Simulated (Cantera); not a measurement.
A closed system holds: 1 mol AlBr₃, 1.9 mol NH₃, 1.8 mol N₂, at 0.00270 bar.

These are equilibrium values from Cantera (NASA tables, ideal gas, pure condensed phases), not measurements of a reactor. Candidate condensed phases: Al, AlBr₃, AlN, Br₂; 19 gas species. Rates play no part.

Q: What share of the Al ends up in condensed phases as a function of T (K), at 775, 975, 1175, 1375, 1575, 1775, 1975?

A: 
```tsv
T (K)	Al condensed (%)	as
775	37.7	AlN(s)
975	31.7	AlN(s)
1175	28.2	AlN(s)
1375	25.4	AlN(s)
1575	0.0	-
1775	0.0	-
1975	0.0	-
```
